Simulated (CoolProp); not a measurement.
Propyne along the isotherm 414.6 K: density (kg/m³) from the reference equation and from simpler models built on Tc = 402.7 K, pc = 5658 kPa, ω = 0.204; each cubic takes its own stable root.

The numbers come from the reference Helmholtz-energy equation of state, Polt 1992 in CoolProp. This equation is an older, rougher fit.

```
p (kPa)  phase  reference
-------  -----  ---------
189        gas      2.220
377        gas      4.477
566        gas      6.798
754        gas      9.160
943        gas      11.59
1130       gas      14.06
1320       gas      16.63
1510       gas      19.26
1700       gas      21.98
1890       gas      24.77
2070       gas      27.49
2260       gas      30.45
2450       gas      33.50
2640       gas      36.66
2830       gas      39.94
```

Task: How far does each simpler model (ideal gas, van der Waals, Redlich-Kwong, Soave-Redlich-Kwong, Peng-Robinson) lie from the reference over these 15 states: mean and median of the absolute difference, and the worst?

Result: 
- ideal gas: mean 9.1 %, median 8.9 %, worst -17.7 % at 414.6 K and 2830 kPa
- van der Waals: mean 1.1 %, median 1.1 %, worst -2.1 % at 414.6 K and 2830 kPa
- Redlich-Kwong: mean 0.1 %, median 0.1 %, worst -0.1 % at 414.6 K and 2640 kPa
- Soave-Redlich-Kwong: mean 0.2 %, median 0.2 %, worst -0.4 % at 414.6 K and 2830 kPa
- Peng-Robinson: mean 0.9 %, median 0.9 %, worst +1.7 % at 414.6 K and 2830 kPa
